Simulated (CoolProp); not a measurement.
A Linde-Hampson liquefier for nitrogen: isothermal reversible compression at 300 K from 1 atm to 15 MPa, throttling to 1 atm, return gas leaving the recuperator 0 K below the feed. Each further row changes one setting.

Values from CoolProp's reference Helmholtz-energy equation of state, Span 2000.

```csv
case,liquid yield per pass,compression work (kJ/kg of gas)
as stated,0.061,445
high pressure 30 MPa,0.089,511
warm-end temperature 330 K,0.045,492
warm-end gap 5 K,0.050,445
```
